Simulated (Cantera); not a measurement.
Charge: 1 mol B2O3, 1.5 mol NH3, 4.7 mol H2, held at 1698 K.

Cantera equilibrium calculation (NASA polynomials, part measured and part estimated; ideal gas, pure solids and liquids). Candidate condensed phases: B, BN, B2O3, B3O3H3, H2O; 39 gas species. Mutual solubility and eutectic melting of coexisting phases are not modelled. Gases not in the tables: H3BO3. Kinetics and transport are ignored.

Which condensed phases are stable at each of these points (P (Pa)): 10, 32, 100, 320, 1000, 3200, 10000, 32000, 100000?


```tsv
P (Pa)	condensed phases	B condensed (%)
10	gas only	0.0
32	gas only	0.0
100	gas only	0.0
320	gas only	0.0
1000	gas only	0.0
3200	B2O3(l)	59.7
10000	B2O3(l)	82.7
32000	BN(s) + B2O3(l)	92.0
100000	BN(s) + B2O3(l)	95.8
```

From 10.0 Pa to 10.0 mbar nothing is condensed. From 32.0 mbar to 0.100 bar the condensed part is B2O3(l). From 0.320 bar to 1.00 bar the condensed part is BN(s) + B2O3(l).
